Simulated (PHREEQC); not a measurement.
A solution holds 0.019 mol/kgw ZnSO4, 0.00015 mol/kgw H3BO3 and 0.017 mol/kgw NiCl2, at 20 °C. Closed to the air; pH follows from the charge balance.

All values are PHREEQC results (ion-association model, wateq4f.dat), not measurements.

This is a speciation only: nothing precipitates in the calculation.

**Question.** Order these S species by the share of S that they hold, largest first: NiSO4, ZnSO4, Zn(SO4)2-2, SO4-2.

**Answer.** SO4-2 (52 %), ZnSO4 (25 %), NiSO4 (19 %), Zn(SO4)2-2 (4.3 %)

**Question.** Order these Ni species by the share of Ni that they hold, largest first: NiSO4, Ni+2, NiCl2, NiCl+.

**Answer.** Ni+2 (77 %), NiSO4 (21 %), NiCl+ (2.4 %), NiCl2 (0.17 %)

The pH is 5.59 and the ionic strength 0.0906 mol/kgw. Species that the database lacks are ignored.
